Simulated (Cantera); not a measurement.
## CO + H2 + N2 (carbon deposition, reforming and gasification)

Input: 1 mol CO, 94 mol H2, 0.25 mol N2, at 1 atm.

Method: chemical equilibrium by Gibbs-energy minimisation in Cantera with the NASA 1993 tables (ideal gas, pure condensed phases). Candidate condensed phases: C, C6H6, C7H8, C8H18, H2O; 136 gas species. Equilibrium is a limit: real reactors are often held back by kinetics, nucleation or transport.

From 1100 K to 1550 K nothing is condensed. The main C-bearing gas is CO throughout.

| T (K) | x H2 | x CO | x CH4 | x H2O | x N2 | x H |
|---|---|---|---|---|---|---|
| 1100 | 0.982 | 0.00616 | 0.00440 | 0.00438 | 0.00264 | 2.55e-8 |
| 1150 | 0.984 | 0.00766 | 0.00288 | 0.00286 | 0.00263 | 7.35e-8 |
| 1200 | 0.985 | 0.00865 | 0.00187 | 0.00186 | 0.00263 | 1.95e-7 |
| 1250 | 0.986 | 0.00928 | 0.00123 | 0.00123 | 0.00263 | 4.77e-7 |
| 1300 | 0.986 | 0.00968 | 0.000828 | 0.000825 | 0.00263 | 1.09e-6 |
| 1350 | 0.986 | 0.00994 | 0.000569 | 0.000568 | 0.00262 | 2.35e-6 |
| 1400 | 0.986 | 0.0101 | 0.000400 | 0.000401 | 0.00262 | 4.80e-6 |
| 1450 | 0.987 | 0.0102 | 0.000287 | 0.000289 | 0.00262 | 9.33e-6 |
| 1500 | 0.987 | 0.0103 | 0.000210 | 0.000214 | 0.00262 | 1.74e-5 |
| 1550 | 0.987 | 0.0103 | 0.000156 | 0.000161 | 0.00262 | 3.11e-5 |
x: gas mole fraction; nothing condenses.
